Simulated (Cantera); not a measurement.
A freely propagating, adiabatic, planar premixed flame of 17.4 % H₂, 17.4 % O₂, 65.3 % N₂, equivalence ratio 0.50, unburnt at 673 K and 1.00 atm; multicomponent transport, grid criteria slope 0.08 and curve 0.16, no radiation.

Detailed kinetics in Cantera: the H2/O2 subset of GRI-Mech 3.0, which has no nitrogen chemistry. Burning velocities carry a grid error of a few per cent, more on coarse grids. Lean hydrogen flames are cellular in practice and burn faster than this planar one.

x: mole fraction of selected species; z is measured from the peak of heat release.

```
z (mm)  T (K)  u (m/s)      x H₂    x O₂    x H₂O     x HO₂       x H      x OH
------  -----  -------  --------  ------  -------  --------  --------  --------
-1.31     673     4.54     0.174   0.174    <1e-8     <1e-8     <1e-8     <1e-8
-0.871    673     4.54     0.174   0.174  1.06e-8     <1e-8     <1e-8     <1e-8
-0.654    673     4.54     0.173   0.174  1.43e-7   9.21e-8     <1e-8     <1e-8
-0.436    673     4.53     0.173   0.174  1.16e-5   8.18e-6   4.71e-7   1.78e-8
-0.218    716     4.76     0.158   0.175  0.00359  0.000251  0.000306  0.000121
-0.109    909     5.91     0.122   0.168   0.0271  0.000175   0.00359  0.000741
0        1217     7.74    0.0626   0.140   0.0867  0.000104    0.0127   0.00319
0.109    1449     9.15    0.0229   0.109    0.139   6.61e-5    0.0163   0.00702
0.218    1576     9.91    0.0116  0.0979    0.157   4.89e-5    0.0133   0.00892
0.436    1705     10.7   0.00731  0.0942    0.168   3.38e-5   0.00772   0.00976
0.871    1810     11.2         …  0.0936    0.176         …         …   0.00899
1.74     1881     11.6         …  0.0939    0.182         …         …         …
3.49     1920     11.8  0.000897  0.0945    0.185   4.87e-6  0.000258   0.00465
```

Q: What belongs in the gaps?

A: 
- 0.871, x H₂: 0.00454
- 0.871, x HO₂: 2.08e-5
- 0.871, x H: 0.00335
- 1.74, x H₂: 0.00226
- 1.74, x HO₂: 1.08e-5
- 1.74, x H: 0.00108
- 1.74, x OH: 0.00697
